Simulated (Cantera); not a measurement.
What does this Cantera script print?

```python
import numpy as np
import cantera as ct

gas_names = """
    C CN CO CO2 C2 CCN CNC C2N2 C2O C3 C3O2 C4 C4N2 C5 Cu CuO Cu2 N NCO NO NO2 NO3 N2 N2O O O2 O3
""".split()
cond_names = """
    C(gr) Cu(cr) Cu(L) CuO(s) Cu2O(s) Cu2O(L)
""".split()


# ... load() reads the species with a 1 bar reference pressure and builds the phases ...
atoms = {
    'Cu2O': {'Cu': 2, 'O': 1},
    'C': {'C': 1},
    'N2': {'N': 2},
}
top_T = {'C(gr)': 4500, 'CuO(s)': 1390}  # K; cautious upper limits of use, not melting points


# ... equilibrate(T, P, feed) seeds the gas with the atoms and calls Mixture.equilibrate('TP', solver="vcs", rtol=1e-11, max_steps=5000) ...
results = []
feed = {'Cu2O': 1, 'C': 5.7, 'N2': 16}  # mol
P = 11000  # Pa
for T in [1075, 1125, 1175, 1225, 1275, 1325, 1375, 1425, 1475, 1525, 1575, 1625, 1675, 1725]:
    mix = equilibrate(T, P, feed)
    results.append((T, P, feed, dict(zip(mix.species_names, mix.species_moles))))

top = {s: max(r[3][s] / sum(r[3][g] for g in gas_names) for r in results) for s in gas_names}
cols = sorted((s for s in top if top[s] > 1e-06), key=lambda s: -top[s])[:6]
seen = [c for c in cond_names if any(r[3].get(c, 0) > 1e-12 for r in results)]
print("log10 of partial pressures in bar; condensed amounts in mol")
print(f"{'T/K':>10s}" + "".join(f"{s[:9]:>10s}" for s in cols + seen))
for T, P, feed, n in results:
    ng = sum(n[g] for g in gas_names)
    print(f"{T:10.4g}" + "".join(f"{np.log10(max(n[s] / ng * P / 1e5, 1e-99)):10.3f}" for s in cols)
          + "".join(f"{n.get(c, 0):10.4g}" for c in seen))
```

Output:

```
log10 of partial pressures in bar; condensed amounts in mol
       T/K        N2        CO        Cu       CO2       Cu2     C(gr)    Cu(cr)     Cu(L)
      1075    -0.985    -2.190    -9.593    -5.246   -14.844     4.701         2         0
      1125    -0.985    -2.189    -8.874    -5.612   -13.824       4.7         2         0
      1175    -0.985    -2.189    -8.218    -5.946   -12.893       4.7         2         0
      1225    -0.985    -2.189    -7.616    -6.251   -12.040       4.7         2         0
      1275    -0.985    -2.189    -7.063    -6.532   -11.256       4.7         2         0
      1325    -0.985    -2.189    -6.552    -6.791   -10.533       4.7         2         0
      1375    -0.985    -2.189    -6.085    -7.031    -9.877       4.7         0         2
      1425    -0.985    -2.189    -5.663    -7.253    -9.293       4.7         0         2
      1475    -0.985    -2.189    -5.271    -7.459    -8.749       4.7         0     1.999
      1525    -0.985    -2.189    -4.905    -7.650    -8.243       4.7         0     1.998
      1575    -0.985    -2.189    -4.563    -7.830    -7.771       4.7         0     1.996
      1625    -0.985    -2.189    -4.243    -7.997    -7.328       4.7         0     1.991
      1675    -0.985    -2.190    -3.942    -8.154    -6.914       4.7         0     1.982
      1725    -0.986    -2.190    -3.660    -8.302    -6.525       4.7         0     1.966
```

Method: chemical equilibrium by Gibbs-energy minimisation in Cantera with the NASA 1993 tables (ideal gas, pure condensed phases).
